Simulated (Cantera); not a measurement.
Charge: 1 mol V, 3.7 mol O2, at 2075 K and 0.110 Pa.

Cantera equilibrium calculation (NASA polynomials, part measured and part estimated; ideal gas, pure solids and liquids). Candidate condensed phases: V, VO, V2O3, V2O4, V2O5; 6 gas species. Equilibrium is a limit: real reactors are often held back by kinetics, nucleation or transport.

Task: What is the equilibrium state?

Result: 
```json
{
 "x(O)": "0.555",
 "x(O2)": "0.250",
 "x(VO2)": "0.194",
 "x(VO)": "0.00100",
 "gas_amount": "5.126 mol",
 "log10 activity of V(s) (absent)": "-7.08",
 "log10 activity of V2O5(l) (absent)": "-10.91"
}
```
